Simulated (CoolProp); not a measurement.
p-xylene along the isobar 14100 kPa: Z from the reference equation and from simpler models built on Tc = 616.2 K, pc = 3532 kPa, ω = 0.324; each cubic takes its own stable root.

Computed with CoolProp (reference Helmholtz-energy equation of state, Zhou 2012).

```
T (K)   phase  reference  Redlich-Kwong  Peng-Robinson
-----  ------  ---------  -------------  -------------
404.9  liquid     0.5709         0.6667         0.5755
425.1  liquid     0.5561         0.6488         0.5593
445.3  liquid     0.5435         0.6336         0.5458
465.5  liquid     0.5329         0.6208         0.5348
485.7  liquid     0.5242         0.6103         0.5262
505.8  liquid     0.5173         0.6020         0.5200
526    liquid     0.5123         0.5956         0.5161
546.2  liquid     0.5091         0.5912         0.5146
566.4  liquid     0.5078         0.5887         0.5157
586.6  liquid     0.5087         0.5881         0.5195
606.7  liquid     0.5119         0.5895         0.5262
```
